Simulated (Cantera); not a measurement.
**Catalytic combustion on Pt**

An isothermal plug-flow reactor at 550 K and 1.10 bar (inlet), inlet velocity 5 m/s, active area per volume 930 1/m; feed 1.82 % H₂, 8.41 % O₂, 89.8 % N₂.

Detailed kinetics in Cantera: Deutschmann's 1995 Pt surface mechanism with GRI-Mech 3.0 gas chemistry. Catalytic surfaces can have several steady states; this one follows from the mechanism file's or the stated starting coverage. Mass transfer to the wall is taken as infinitely fast.

```tsv
z (m)	x H₂	x O₂	x H₂O	θ free Pt	θ O*	θ OH*
0.00072	0.00784	0.0793	0.0104	0.154	0.815	0.0306
0.0012	0.00563	0.0783	0.0127	0.112	0.860	0.0281
0.002	0.00381	0.0775	0.0145	0.0766	0.899	0.0246
0.0033	0.00249	0.0768	0.0158	0.0505	0.929	0.0208
0.0056	0.00154	0.0764	0.0168	0.0314	0.952	0.0169
0.0093	0.000953	0.0761	0.0174	0.0195	0.967	0.0136
0.015	0.000599	0.0760	0.0177	0.0123	0.977	0.0109
0.026	0.000349	0.0758	0.0180	0.00716	0.984	0.00840
0.043	0.000212	0.0758	0.0181	0.00436	0.989	0.00658
0.072	0.000127	0.0757	0.0182	0.00262	0.992	0.00512
```
x: gas mole fraction; θ: surface coverage.
